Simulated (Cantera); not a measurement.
An isothermal, constant-pressure homogeneous reactor starts with 22.7 % H2, 15.2 % O2, 62.1 % N2, equivalence ratio 0.75, at 1375 K and 0.132 atm.

Cantera simulation using the H2/O2 subset of GRI-Mech 3.0, which has no nitrogen chemistry; the numbers are that mechanism's predictions, not measurements. The temperature is held fixed by assumption; the heat of reaction is taken as removed at once.

x: mole fraction; the columns are a selection and need not sum to one.

```tsv
t (s)	x H2	x O2	x H2O	x H	x O	x HO2	x H2O2
6.00e-6	0.227	0.152	7.04e-9	3.66e-8	4.44e-9	3.40e-8	7.12e-11
1.67e-5	0.227	0.152	1.10e-7	1.75e-7	2.89e-8	9.47e-8	5.36e-10
4.65e-5	0.227	0.152	4.20e-6	3.77e-6	6.68e-7	2.86e-7	3.96e-9
0.000129	0.209	0.144	0.0122	0.0102	0.00184	6.67e-6	1.04e-7
0.000360	0.0292	0.0609	0.158	0.0837	0.0227	6.91e-6	7.86e-7
0.00100	0.0215	0.0537	0.200	0.0392	0.0116	6.94e-6	9.43e-7
0.00278	…	0.0457	0.239	…	…	…	…
0.00775	0.00151	0.0429	0.253	0.000502	0.000509	3.75e-6	4.13e-7
0.0216	0.000181	0.0427	0.256	2.05e-5	5.98e-5	9.50e-7	1.16e-7
0.0600	…	0.0427	0.256	…	…	…	…
0.167	6.38e-6	0.0427	0.256	1.43e-7	2.21e-6	4.95e-8	8.87e-9
0.464	2.04e-6	0.0427	0.256	2.62e-8	7.13e-7	2.47e-8	3.28e-9
1.29	1.12e-6	0.0427	0.256	1.08e-8	3.90e-7	2.16e-8	1.94e-9
3.59	1.05e-6	0.0427	0.256	9.66e-9	3.63e-7	2.15e-8	1.83e-9
10.0	1.05e-6	0.0427	0.256	9.66e-9	3.63e-7	2.15e-8	1.83e-9
```

### Question
Fill in the missing entries.

### Answer

- 0.00278, x H2: 0.00859
- 0.00278, x H: 0.00763
- 0.00278, x O: 0.00332
- 0.00278, x HO2: 6.12e-6
- 0.00278, x H2O2: 8.66e-7
- 0.0600, x H2: 2.80e-5
- 0.0600, x H: 1.28e-6
- 0.0600, x O: 9.49e-6
- 0.0600, x HO2: 1.84e-7
- 0.0600, x H2O2: 3.00e-8
